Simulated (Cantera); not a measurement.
**Adiabatic ignition**

An adiabatic, constant-volume homogeneous reactor starts with 10.2 % CO, 1.74 % H2, 2.76 % CH4, 17.2 % O2, 64.5 % N2, 3.68 % H2O, equivalence ratio 0.67, at 1423 K and 1.00 atm.

Computed with Cantera and GRI-Mech 3.0 (53 species, 325 reactions).

| t (s) | T (K) | P (bar) | x CO | x H2 | x CH4 | x NO2 | x NO |
|---|---|---|---|---|---|---|---|
| 6.00e-6 | 1423 | 1.01 | 0.102 | 0.0174 | 0.0276 | <1e-12 | <1e-12 |
| 1.60e-5 | 1423 | 1.01 | 0.102 | 0.0174 | 0.0276 | <1e-12 | <1e-12 |
| 4.24e-5 | 1423 | 1.01 | 0.102 | 0.0174 | 0.0276 | <1e-12 | <1e-12 |
| 0.000113 | 1426 | 1.02 | 0.102 | 0.0172 | 0.0269 | <1e-12 | 6.95e-12 |
| 0.000300 | 2641 | 1.83 | 0.0358 | 0.00523 | <1e-12 | 2.62e-7 | 0.000502 |
| 0.000799 | 2714 | 1.87 | 0.0308 | 0.00435 | <1e-12 | 2.40e-6 | 0.00431 |
| 0.00212 | 2705 | 1.86 | 0.0305 | 0.00432 | <1e-12 | 5.93e-6 | 0.0108 |
| 0.00565 | 2699 | 1.86 | 0.0303 | 0.00430 | <1e-12 | 8.27e-6 | 0.0153 |
| 0.0150 | 2699 | 1.86 | 0.0302 | 0.00430 | <1e-12 | 8.51e-6 | 0.0158 |
| 0.0400 | 2699 | 1.86 | 0.0302 | 0.00430 | <1e-12 | 8.51e-6 | 0.0158 |
| 0.106 | 2699 | 1.86 | 0.0302 | 0.00430 | <1e-12 | 8.51e-6 | 0.0158 |
| 0.283 | 2699 | 1.86 | 0.0302 | 0.00430 | <1e-12 | 8.51e-6 | 0.0158 |
| 0.752 | 2699 | 1.86 | 0.0302 | 0.00430 | <1e-12 | 8.51e-6 | 0.0158 |
| 2.00 | 2699 | 1.86 | 0.0302 | 0.00430 | <1e-12 | 8.51e-6 | 0.0158 |
x: mole fraction; the columns are a selection and need not sum to one.

```yaml
time_of_steepest_temperature_rise: 0.182 ms
temperature at 2.00 s: 2699 K
equilibrium_temperature: 2699 K
x(CO) at 2.00 s: 0.0302 (gas-phase equilibrium 0.0302)
x(H2) at 2.00 s: 0.00430 (gas-phase equilibrium 0.00430)
x(CH4) at 2.00 s: <1e-12 (gas-phase equilibrium <1e-12)
```
